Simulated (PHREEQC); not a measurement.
Model water analysis in mmol/kgw, 60 °C, pH 3.54, pe 9.9: Na 1.14; K 0.15; Ca 2.06; Mg 0.179; Cl 0.438; S(6) 3.25; Zn 0.162; B 0.0008; Mn(2) 0.00134; Al 0.141; Si 0.0883.

Valence states are taken as typed.

All values are PHREEQC results (ion-association model, phreeqc.dat), not measurements.

Problem. The ionic strength comes out as 0.0101 mol/kgw. What activity coefficients do AlOH+2, Al+3, CaHSO4+, Zn+2, AlSO4+ get?

Solution. AlOH+2 0.65, Al+3 0.42, CaHSO4+ 0.90, Zn+2 0.65, AlSO4+ 0.90.

No solid was allowed to form. At this temperature some constants are extrapolated from 25 °C, and those without enthalpy data are left unchanged.
